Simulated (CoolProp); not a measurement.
Vapour-liquid equilibrium of R152A (1) + n-butane (2) at 50.35 °C; x and y are mole fractions of (1).

Values from CoolProp's multi-fluid Helmholtz-energy mixture model, Outcalt 1996 and Bücker 2006; pair parameters Bell 2016.

```
x     bubble pressure (kPa)  y at the bubble point  dew pressure at overall composition x (kPa)  liquid density (mol/L)
----  ---------------------  ---------------------  -------------------------------------------  ----------------------
0.05                  631.3                  0.218                                        525.8                   9.393
0.15                  821.7                  0.423                                        584.5                   9.541
0.25                  947.0                  0.524                                        656.0                   9.708
0.35                   1033                  0.589                                        744.2                   9.902
0.45                   1096                  0.639                                        852.8                   10.13
0.55                   1144                  0.684                                        981.1                   10.41
0.65                   1181                  0.731                                         1109                   10.75
0.75                   1207                  0.785                                         1192                   11.16
0.85                   1218                  0.851                                         1218                   11.65
0.95                   1206                  0.941                                         1204                   12.23
```

y crosses x between x = 0.85 and 0.95: the model has an azeotrope there.

Pair parameters are fitted to limited data, so mixtures are less certain than the pure fluids.
